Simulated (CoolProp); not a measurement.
Properties of n-octane along the isobar 7.71 MPa (Tc = 568.7 K, pc = 2.484 MPa, ω = 0.398).

The numbers come from the reference Helmholtz-energy equation of state, Beckmüller 2019 in CoolProp.

```csv
T (K),phase,cp (kJ/(kg K)),Joule-Thomson coefficient (K/MPa),isothermal compressibility (1/MPa)
409.5,liquid,2.657,-0.2632,0.002856
414.2,liquid,2.677,-0.2539,?
418.9,liquid,2.697,-0.2444,0.003113
423.6,liquid,2.717,-0.2346,0.003252
428.4,liquid,2.738,-0.2242,0.003404
433.1,liquid,?,-0.2137,0.003561
437.8,liquid,2.778,-0.2029,0.003728
442.6,liquid,2.799,-0.1914,0.003909
447.3,liquid,2.819,-0.1797,0.004098
452,liquid,2.839,-0.1675,0.004300
456.7,liquid,2.860,-0.1549,0.004514
461.5,liquid,?,-0.1414,0.004748
466.2,liquid,2.901,-0.1277,0.004993
470.9,liquid,2.922,-0.1133,0.005256
```

Problem. Some entries are withheld; supply them.

Solution. 
- 414.2, isothermal compressibility (1/MPa): 0.002980
- 433.1, cp (kJ/(kg K)): 2.758
- 461.5, cp (kJ/(kg K)): 2.881
